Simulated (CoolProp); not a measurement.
Values from CoolProp's reference Helmholtz-energy equation of state, Lemmon 2006. It is a short technical equation, of lower accuracy than the large ones.

Question: For toluene, give the phase and the density (kg/m³), cp (kJ/(kg K)), cv (kJ/(kg K)), expansivity (1/kK) at 346.85 °C and 3970 kPa; 346.85 °C and 7140 kPa.

Answer: 
- 346.85 °C and 3970 kPa: gas; density 115, cp 2.90, cv 2.21, expansivity 7.69
- 346.85 °C and 7140 kPa: supercritical; density 426, cp 3.45, cv 2.24, expansivity 8.54
